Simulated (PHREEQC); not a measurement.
A column of 1 m (30 cells, dispersivity 0.035 m, 3600 s a shift, diffusion coefficient 3e-10 m²/s) holds 0.051 eq of the database's cation exchanger X per kg of pore water, first in equilibrium with 2.8 mmol/kgw SrCl2 and 0.01 mmol/kgw HCl. It is flushed with 2.3 mmol/kgw LiCl, 77 mmol/kgw KBr and 0.01 mmol/kgw HCl, at 15 °C. Values are for the last cell. The system is closed to CO2. No solid was allowed to form.

The series has 31 steps of pore volumes, from 0 to 4.017.

Computed with PHREEQC (ion-association model, phreeqc.dat).

**Question.** After how many pore volumes does Br at the outlet first reach half of its feed value?

**Answer.** By 1.1 pore volumes.

**Question.** After how many pore volumes does K at the outlet first reach half of its feed value?

**Answer.** By 1.6 pore volumes.

**Question.** After how many pore volumes does Li at the outlet first reach half of its feed value?

**Answer.** By 1.1 pore volumes.
